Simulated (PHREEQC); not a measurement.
1.9 g of hydrous ferric oxide (600 m²/g; 0.2 weak and 0.005 strong sites per Fe, Dzombak-Morel constants, diffuse double layer) in 1 kg of water with 0.01 mol/kgw of an inert sodium salt, at 25 °C; the pH is set by adding NaOH or the inert anion's acid. Oxygen alone is held at its pressure in air (log pO2 = -0.68). The system is closed to CO2. Nothing may precipitate in this run.

Equilibrium calculation in PHREEQC: ion-association model, wateq4f.dat.

| pH | surface charge σ (C/m²) | surface potential ψ (mV) |
|---|---|---|
| 4 | 0.222 | 183 |
| 4.5 | 0.164 | 169 |
| 5 | 0.116 | 152 |
| 5.5 | 0.078 | 132 |
| 6 | 0.050 | 110 |
| 6.5 | 0.031 | 86 |
| 7 | 0.017 | 61 |
| 7.5 | 0.008 | 34 |
| 8.5 | -0.005 | -22 |
| 9 | -0.013 | -49 |
| 9.5 | -0.024 | -75 |
| 10 | -0.041 | -100 |
| 10.5 | -0.065 | -122 |
| 11 | -0.101 | -142 |
| 11.5 | -0.154 | -158 |
| 12 | -0.232 | -168 |

Complexes and solids missing from the database can't appear.
